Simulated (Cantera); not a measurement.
A Cantera script and its output.

```python
import numpy as np
import cantera as ct

gas = ct.Solution("gri30.yaml")
gas.TPX = 1900, 2666, {'C3H8': 1, 'H2': 100, 'N2': 9.7}
reactor = ct.IdealGasConstPressureReactor(gas, energy="off", clone=False)
net = ct.ReactorNet([reactor])
net.rtol, net.atol = 1e-08, 1e-18
show = ['C3H8', 'H2', 'C2H', 'H', 'CH2']
times = np.geomspace(0.0003, 6, 9)

steps = ct.SolutionArray(gas, extra=["t"])
rows = []
print(f"{'t/s':>10s}{'T/K':>9s}{'P/Pa':>11s}" + "".join(f"{s:>11s}" for s in show))
for t in times:
    while net.time < t:
        t_next = net.step()
        steps.append(gas.state, t=t_next)
    rows.append([np.interp(t, steps.t, y) for y in (steps.T, steps.P, *steps(*show).X.T)])
    print(f"{t:10.3e}{rows[-1][0]:9.1f}{rows[-1][1]:11.4g}" + "".join(f"{x:11.3e}" for x in rows[-1][2:]))
rate = np.gradient(steps.T, steps.t)
print("integrator steps:", len(steps.t))
if steps.T.max() > steps.T[0] + 200:
    print(f"time of steepest temperature rise: {steps.t[rate.argmax()]:.4e} s")
gas.TPX = 1900, 2666, {'C3H8': 1, 'H2': 100, 'N2': 9.7}
gas.equilibrate("TP")
print(f"equilibrium (TP): T = {gas.T:.1f} K  " + "  ".join(f"{s} {gas[s].X[0]:.3e}" for s in show))
```

Result:

```
       t/s      T/K       P/Pa       C3H8         H2        C2H          H        CH2
 3.000e-04   1900.0       2666  9.789e-10  8.876e-01  4.420e-07  6.193e-03  1.077e-05
 1.035e-03   1900.0       2666  2.013e-10  8.887e-01  5.503e-07  5.507e-03  8.450e-06
 3.568e-03   1900.0       2666  1.367e-10  8.898e-01  5.344e-07  4.956e-03  6.593e-06
 1.230e-02   1900.0       2666  6.176e-11  8.916e-01  5.115e-07  4.198e-03  4.205e-06
 4.243e-02   1900.0       2666  1.783e-11  8.938e-01  5.545e-07  3.866e-03  2.594e-06
 1.463e-01   1900.0       2666  2.123e-12  8.956e-01  6.950e-07  4.121e-03  1.452e-06
 5.045e-01   1900.0       2666  7.824e-14  8.966e-01  8.220e-07  4.462e-03  5.530e-07
 1.740e+00   1900.0       2666  2.237e-15  8.969e-01  8.731e-07  4.611e-03  1.679e-07
 6.000e+00   1900.0       2666  2.413e-16  8.970e-01  8.836e-07  4.635e-03  6.135e-08
integrator steps: 1280
equilibrium (TP): T = 1900.0 K  C3H8 5.087e-17  H2 8.971e-01  C2H 4.081e-07  H 4.637e-03  CH2 3.257e-08
```

Model: GRI-Mech 3.0 (53 species, 325 reactions), integrated in Cantera. GRI-Mech 3.0 was tuned for natural gas; its chemistry of propane as a main component is partial and can be far from experiment. GRI-Mech 3.0 stops at C3 and has no aromatics, soot or wall deposition, so with more carbon than oxygen in the feed, carbon stays in small species such as C2H2 where larger ones or solid carbon would form. Radical loss at walls, strong at low pressure, is not modelled.
